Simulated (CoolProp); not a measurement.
R1132(E) along the isotherm 99.65 °C: density (kg/m³) from the reference equation and from simpler models built on Tc = 75.7 °C, pc = 5174 kPa, ω = 0.245; each cubic takes its own stable root.

Computed with CoolProp (reference Helmholtz-energy equation of state, Akasaka 2024).

```tsv
p (kPa)	phase	reference
287	gas	6.022
575	gas	12.26
862	gas	18.69
1150	gas	25.38
1440	gas	32.36
1720	gas	39.37
2010	gas	46.93
2300	gas	54.82
2590	gas	63.09
```

**Question.** How far does each simpler model (van der Waals, Soave-Redlich-Kwong) lie from the reference over these 9 states: mean and median of the absolute difference, and the worst?

**Answer.** 
- van der Waals: mean 0.6 %, median 0.6 %, worst -1.1 % at 99.65 °C and 2590 kPa
- Soave-Redlich-Kwong: mean 0.2 %, median 0.2 %, worst -0.5 % at 99.65 °C and 2590 kPa
